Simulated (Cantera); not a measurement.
Cantera with NASA thermochemical tables; ideal gases at 1 bar, condensed phases pure. Values are per mole of reaction as written; species without (g) are pure solids or liquids, kept so even where they would boil at 1 bar.

3 Cl2(g) + 6 TiOCl2(g) = 6 TiCl3 + 2 O3(g)

| T (K) | ΔH° (kJ) | ΔS° (J/K) | ΔG° (kJ) | log10 K |
|---|---|---|---|---|
| 423 | -758.2 | -1235.6 | -235.5 | 29.08 |
| 448 | [?] | [?] | [?] | [?] |
| 473 | -752.1 | -1222.1 | -174.1 | 19.22 |
| 498 | -749.1 | -1215.8 | -143.6 | 15.06 |
| 523 | [?] | [?] | [?] | [?] |
| 548 | -742.9 | -1204.0 | -83.1 | 7.92 |

Q: What belongs in the gaps?

A: 
- 448, ΔH° (kJ): -755.2
- 448, ΔS° (J/K): -1228.7
- 448, ΔG° (kJ): -204.7
- 448, log10 K: 23.87
- 523, ΔH° (kJ): -746.0
- 523, ΔS° (J/K): -1209.8
- 523, ΔG° (kJ): -113.3
- 523, log10 K: 11.31
